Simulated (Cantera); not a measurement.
Ignition delay

Mixture: H2 : O2 : N2 = 1 : 0.455 : 1.71 (molar parts), equivalence ratio 1.1, at 1.01 bar, adiabatic and at constant volume. Ignition delay is the time to a rise of 400 K.

Computed with Cantera and the H2/O2 subset of GRI-Mech 3.0, which has no nitrogen chemistry. Where the delays flatten at high temperature, the 400 K rule measures the pace of heat release, not the induction time.

| T0 (K) | delay (ms) |
|---|---|
| 1250 | 0.0345 |
| 1325 | 0.0251 |
| 1400 | 0.0194 |
| 1475 | 0.0159 |
| 1550 | 0.0137 |
| 1625 | 0.0123 |
